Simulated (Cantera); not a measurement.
# Equilibrium for titanium nitride, carbide and oxide coatings: TiCl4 + C3H8 + H2

Feed: 1 mol TiCl4, 0.27 mol C3H8, 30 mol H2, at 1875 K and 5.63 Torr.

Cantera equilibrium calculation (NASA polynomials, part measured and part estimated; ideal gas, pure solids and liquids). Candidate condensed phases: C, C6H6, C7H8, C8H18, Ti, TiC, TiCl2, TiCl3, TiCl4; 96 gas species. The tables' values for TiCl2 are old estimates; treat these amounts as uncertain. TiC: taken at fixed stoichiometry. Equilibrium is a limit: real reactors are often held back by kinetics, nucleation or transport.

```yaml
x(H2): 0.880
x(HCl): 0.106
x(H): 0.00710
x(TiCl2): 0.00349
x(TiCl3): 0.00216
x(Cl): 0.000650
x(TiCl): 7.03e-5
x(TiCl4): 9.00e-6
x(Ti): 1.21e-6
n(TiC(s)): 0.810 mol
gas_amount: 33.17 mol
log10 activity of C(graphite) (absent): -2.20
log10 activity of Ti(β) (absent): -2.26
log10 activity of TiCl4(l) (absent): -9.02
```
